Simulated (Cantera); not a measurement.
Charge: 1 mol Al, 3.3 mol Cl2, 9.7 mol N2, 0.31 mol BCl3, at 673.15 K and 1.80 Torr.

Method: chemical equilibrium by Gibbs-energy minimisation in Cantera with the NASA 1993 tables (ideal gas, pure condensed phases). Kinetics and transport are ignored.

| species | before | after |
|---|---|---|
| N2 | 0.758 | 0.503 |
| Cl2 | 0.141 | 0.430 |
| AlCl3 | 0.0755 | 0.0506 |
| BCl3 | 0.0242 | 0.0161 |
| Al2Cl6 | 0.00135 | 0.000606 |
Gas species are given as mole fractions.

Q: Name the change that produced these shifts.
A) N2 from 9.7 to 2.6 mol
B) pressure from 1.80 Torr to 750 Torr
C) Cl2 from 3.3 to 9.8 mol
D) temperature from 673.15 K to 1375 K

A: C, Cl2 from 3.3 to 9.8 mol
